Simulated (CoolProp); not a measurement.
A single-stage vapour-compression cycle with the fluid: evaporating at 322.15 K (dew point), condensing at 378.15 K (bubble point), superheat 8 K, subcooling 0 K, compressor efficiency 0.6, no pressure losses. The same conditions are run with several fluids, on thermodynamics alone (safety and materials aside).

Model: reference Helmholtz-energy equation of state of each fluid (R1336mzz(E): Akasaka 2023; R142b: Lemmon 2006; dimethyl carbonate: Zhou 2011; R11: Jacobsen 1992; trans-2-butene: Lemmon 2005; isohexane: Lemmon 2006), in CoolProp.

```
fluid               cooling COP  pressure ratio  discharge temperature (K)  refrigerating effect (kJ/kg)  volumetric capacity (kJ/m³)
------------------  -----------  --------------  -------------------------  ----------------------------  ---------------------------
R1336mzz(E)                1.92            3.99                      386.1                          60.4                         1720
R142b                      2.25            3.43                      399.7                           107                         3010
dimethyl carbonate         2.90            7.14                      409.4                           305                          225
R11                        2.75            3.99                      411.4                           123                         1500
trans-2-butene             2.41            3.54                      395.7                           219                         2360
isohexane                  2.51            4.98                      378.4                           205                          466
```
